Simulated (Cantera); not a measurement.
An adiabatic, constant-volume homogeneous reactor starts with 3.93 % CH₄, 21.8 % O₂, 74.2 % N₂, equivalence ratio 0.36, at 1775 K and 2300000 Pa.

Cantera simulation using GRI-Mech 3.0 (53 species, 325 reactions); the numbers are that mechanism's predictions, not measurements. The pressure lies above the range GRI-Mech 3.0 was tuned for (to about 10 atm).

### Question
Predict: time of steepest temperature rise; temperature at 1.00 s; equilibrium temperature; x(O₂) at 1.00 s; x(CO₂) at 1.00 s; x(H) at 1.00 s; x(H₂O) at 1.00 s.

### Answer
```json
{
  "time_of_steepest_temperature_rise": "8.08 µs",
  "temperature at 1.00 s": "2673 K",
  "equilibrium_temperature": "2673 K",
  "x(O₂) at 1.00 s": "0.126 (gas-phase equilibrium 0.126)",
  "x(CO₂) at 1.00 s": "0.0376 (gas-phase equilibrium 0.0376)",
  "x(H) at 1.00 s": "0.000189 (gas-phase equilibrium 0.000189)",
  "x(H₂O) at 1.00 s": "0.0739 (gas-phase equilibrium 0.0739)"
}
```
